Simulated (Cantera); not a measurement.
An adiabatic, constant-volume homogeneous reactor starts with CH4 : H2 : O2 : N2 = 1 : 0.16 : 1.2 : 3.26 (molar parts), at 1198 K and 6.00 bar.

Cantera simulation using GRI-Mech 3.0 (53 species, 325 reactions); the numbers are that mechanism's predictions, not measurements.

Question: Predict: time of steepest temperature rise; temperature at 0.100 s; equilibrium temperature; x(H2) at 0.100 s; x(O2) at 0.100 s; x(H) at 0.100 s; x(HO2) at 0.100 s.

Answer: 
```
Property                                                               Value
---------------------------------  -----------------------------------------
time of steepest temperature rise                                    1.65 ms
temperature at 0.100 s                                                2968 K
equilibrium temperature                                               2968 K
x(H2) at 0.100 s                         0.139 (gas-phase equilibrium 0.139)
x(O2) at 0.100 s                   0.000169 (gas-phase equilibrium 0.000169)
x(H) at 0.100 s                        0.0130 (gas-phase equilibrium 0.0130)
x(HO2) at 0.100 s                    5.28e-7 (gas-phase equilibrium 5.28e-7)
```
